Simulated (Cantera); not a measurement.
A closed system holds: 1 mol SiH₄, 0.63 mol N₂, equilibrated at 1850 K and 10000 Pa.

These are equilibrium values from Cantera (NASA tables, ideal gas, pure condensed phases), not measurements of a reactor. Candidate condensed phases: Si, Si₃N₄; 18 gas species. Mutual solubility and eutectic melting of coexisting phases are not modelled. Gases not in the tables: Si₂H₆ and higher silanes. Equilibrium is a limit: real reactors are often held back by kinetics, nucleation or transport.

Base state: H₂ 0.804, N₂ 0.195, H 0.00153, Si 6.45e-5, SiH₂ 3.39e-5, SiH 1.81e-5 (mole fractions); condensed: Si(l) + Si₃N₄(s).

### Question
What changes in the equilibrium state with this change: pressure from 10000 Pa to 31000 Pa?

### Answer
```csv
species,before,after
H₂,0.804,0.936
N₂,0.195,0.0628
H,0.00153,0.000936
SiH₂,3.39e-5,3.95e-5
Si,6.45e-5,2.08e-5
SiH,1.81e-5,1.11e-5
"Si(l), mol",0.780,0.256
"Si₃N₄(s), mol",0.0731,0.248
```
